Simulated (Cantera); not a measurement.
A closed system holds: 1 mol CH4, 19 mol H2, 3.1 mol CO2, held at 1150 K and 101000 Pa.

Equilibrium computed with Cantera from the NASA thermochemical tables; the gas is ideal and each condensed phase is pure. Candidate condensed phases: C, C6H6, C7H8, C8H18, H2O; 110 gas species. Equilibrium is a limit: real reactors are often held back by kinetics, nucleation or transport.

Base state: H2 0.764, CO 0.151, H2O 0.0728, CO2 0.0121, CH4 0.00104 (mole fractions); condensed: gas only.

**Question.** What changes in the equilibrium state with this change: CH4 replaced by C3H8?

**Answer.** 
| species | before | after |
|---|---|---|
| H2 | 0.764 | 0.775 |
| CO | 0.151 | 0.202 |
| H2O | 0.0728 | 0.0109 |
| CO2 | 0.0121 | 0.00238 |
| CH4 | 0.00104 | 0.00974 |
